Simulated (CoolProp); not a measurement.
Vapour-liquid equilibrium of carbon dioxide (1) + 1-butene (2) at 227 K; x and y are mole fractions of (1).

Model: multi-fluid Helmholtz-energy mixture model, Span 1996 and Lemmon 2005; pair parameters Bell 2016, in CoolProp.

```
x     bubble pressure, mixture model (kPa)  bubble pressure, Raoult's law (kPa)  y, mixture model  y, Raoult's law
----  ------------------------------------  -----------------------------------  ----------------  ---------------
0.05                                 70.37                                54.56             0.785            0.729
0.2                                      ?                                171.5             0.944            0.927
0.35                                 391.5                                288.5                 ?            0.965
0.5                                  502.2                                405.5             0.979            0.981
0.65                                     ?                                522.5             0.984            0.990
0.8                                  660.8                                639.5             0.990            0.995
0.95                                 755.8                                756.5             0.997            0.999
```

Task: Fill in the missing entries.

Result: 
- 0.2, bubble pressure, mixture model (kPa): 242.0
- 0.35, y, mixture model: 0.969
- 0.65, bubble pressure, mixture model (kPa): 584.3

The largest gap from Raoult's law is +41.1 % in bubble pressure, at x = 0.2. No azeotrope shows between x = 0.05 and 0.95.

Pair parameters are fitted to limited data, so mixtures are less certain than the pure fluids.
